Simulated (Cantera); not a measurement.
# Fluorocarbon and chlorocarbon gases: CH3F + H2

A closed system holds: 1 mol CH3F, 7.5 mol H2, held at 1.00 bar.

Equilibrium computed with Cantera from the NASA thermochemical tables; the gas is ideal and each condensed phase is pure. Candidate condensed phases: C, C6H6, C7H8, C8H18; 95 gas species. Kinetics and transport are ignored.

```csv
T (°C),x H2,x HF,x CH4,x H,x C2H2 (acetylene),x CH3,x C2H4,n C(graphite)
702,0.805,0.114,0.0814,1.03e-9,4.59e-10,1.76e-9,3.40e-7,0.285
802,0.858,0.109,0.0332,1.36e-8,6.46e-9,9.50e-9,5.98e-7,0.695
902,0.878,0.107,0.0148,1.15e-7,5.59e-8,3.65e-8,8.93e-7,0.862
1002,0.887,0.106,0.00729,6.94e-7,3.41e-7,1.11e-7,1.22e-6,0.931
1102,0.890,0.106,0.00395,3.23e-6,1.58e-6,2.86e-7,1.57e-6,0.963
1202,0.892,0.106,0.00231,1.23e-5,5.95e-6,6.42e-7,1.95e-6,0.978
1302,0.893,0.105,0.00145,3.93e-5,1.88e-5,1.30e-6,2.34e-6,0.986
1402,0.894,0.105,0.000962,0.000110,5.19e-5,2.40e-6,2.75e-6,0.990
1502,0.894,0.105,0.000669,0.000274,0.000127,4.15e-6,3.17e-6,0.991
1602,0.893,0.105,0.000484,0.000620,0.000283,6.74e-6,3.59e-6,0.990
1702,0.893,0.105,0.000362,0.00129,0.000580,1.04e-5,4.01e-6,0.985
1802,0.891,0.105,0.000278,0.00251,0.00111,1.54e-5,4.43e-6,0.976
```
x: gas mole fraction; n: condensed amount in mol.

From 702 °C to 1802 °C the condensed part is C(graphite). The main C-bearing gas is CH4 at 702 °C and C2H2 (acetylene) at 1802 °C. The share of C in condensed phases is highest at 1502 °C (99.1 %) and lowest at 702 °C (28.5 %).
